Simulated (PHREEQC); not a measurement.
Consider water at 10 °C with 0.012 mol ZnSO4, 0.00067 mol ZnCl2 and 0.0004 mol HCl per kg of water. Closed to the air; pH follows from the charge balance.

Equilibrium calculation in PHREEQC: ion-association model, phreeqc.dat.

Each row changes one thing in this solution. No solid was allowed to form.

```csv
case,pH,ionic strength (mol/kgw),Zn+2 (mol/kgw),ZnCl+ (mol/kgw),ZnCl2 (mol/kgw),ZnOH+ (mol/kgw)
as made,3.57,0.0343,0.00868,1.05e-5,1.25e-8,6.56e-9
ZnSO4 replaced by CuSO4 at the same molality,3.58,0.0354,0.000451,5.40e-7,6.43e-10,3.44e-10
ZnSO4 replaced by Zn(NO3)2 at the same molality,3.46,0.0384,0.0127,1.48e-5,1.73e-8,7.27e-9
ZnCl2 from 0.00067 to 0.000737 mol/kgw,3.57,0.0345,0.00874,1.13e-5,1.46e-8,6.60e-9
diluted 5-fold with water,4.17,0.00838,0.00211,6.82e-7,1.93e-10,7.94e-9
ZnSO4 from 0.012 to 0.0024 mol/kgw,3.48,0.0101,0.00260,4.07e-6,5.65e-9,1.91e-9
0.0012 mol/kgw NaCl added,3.57,0.0356,0.00872,1.76e-5,3.54e-8,6.55e-9
```

Constants without temperature data keep their 25 °C values here.
